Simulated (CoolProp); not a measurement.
Methane at 293.15 K and 0.51 MPa flows at 4.1 m/s in a round tube of 100 mm bore and 1.5 µm roughness, fully developed (64/Re and Nu = 3.66 if laminar; Colebrook and Gnielinski if turbulent). Each further row changes one setting.

The numbers come from the reference Helmholtz-energy equation of state, Setzmann 1991 in CoolProp.

| case | Reynolds number | Darcy friction factor | pressure drop (Pa/m) | heat-transfer coefficient (W/(m² K)) | mass flow (kg/h) |
|---|---|---|---|---|---|
| as stated | ___ | 0.0173 | ___ | ___ | 393 |
| velocity 8.2 m/s | 251000 | 0.0151 | ___ | ___ | 786 |
| diameter 200 mm | 251000 | ___ | ___ | ___ | 1570 |

Problem. What belongs in the gaps?

Solution. 
- as stated, Reynolds number: 125000
- as stated, pressure drop (Pa/m): 4.92
- as stated, heat-transfer coefficient (W/(m² K)): 74.9
- velocity 8.2 m/s, pressure drop (Pa/m): 17.2
- velocity 8.2 m/s, heat-transfer coefficient (W/(m² K)): 131
- diameter 200 mm, Darcy friction factor: 0.0150
- diameter 200 mm, pressure drop (Pa/m): 2.14
- diameter 200 mm, heat-transfer coefficient (W/(m² K)): 65.0

Viscosity comes from a separate model (Quiñones-Cisneros 2006). Thermal conductivity comes from a separate model (Friend 1989).
